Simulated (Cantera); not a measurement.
Input (Python, Cantera) and output of one run.

```python
import numpy as np
import cantera as ct

gas_names = """
    Fe FeO Fe(OH)2 H HO2 H2 H2O H2O2 O OH O2 O3
""".split()
cond_names = """
    Fe(a) Fe(c) Fe(d) Fe(L) FeO(s) FeO(L) Fe(OH)2(s) Fe(OH)3(s) Fe2O3(s) Fe3O4(s) H2O(s) H2O(L)
""".split()


# ... load() reads the species with a 1 bar reference pressure and builds the phases ...
atoms = {
    'Fe2O3': {'Fe': 2, 'O': 3},
    'H2O': {'H': 2, 'O': 1},
    'H2': {'H': 2},
}
top_T = {'Fe2O3(s)': 1830, 'Fe3O4(s)': 1870}  # K; cautious upper limits of use, not melting points


# ... equilibrate(T, P, feed) seeds the gas with the atoms and calls Mixture.equilibrate('TP', solver="vcs", rtol=1e-11, max_steps=5000) ...
results = []
feed = {'Fe2O3': 1, 'H2O': 1.2, 'H2': 2.9}  # mol
T = 1448.15  # K
P = 100000  # Pa
mix = equilibrate(T, P, feed)
results.append((T, P, feed, dict(zip(mix.species_names, mix.species_moles))))
x = sorted(zip(gas.X, gas.species_names), reverse=True)
print(f"T = {T:g} K  P = {P:g} Pa  gas = {mix.phase_moles(0):.4g} mol")
print("   x: " + "  ".join(f"{s} {v:.3e}" for v, s in x if v > 0.0001))
print("   condensed (mol): " + ("  ".join(f"{mix.phase(i).name} {mix.phase_moles(i):.4g}"
      for i in range(1, mix.n_phases) if mix.phase_moles(i) > 1e-12) or "none"))
```

Output:

```
T = 1448.15 K  P = 100000 Pa  gas = 4.1 mol
   x: H2O 5.366e-01  H2 4.634e-01
   condensed (mol): FeO(s) 2
```

Cantera equilibrium calculation (NASA polynomials, part measured and part estimated; ideal gas, pure solids and liquids). The tables' stoichiometric FeO is somewhat more stable than real wüstite, so its field is too wide. FeO: taken at fixed stoichiometry.
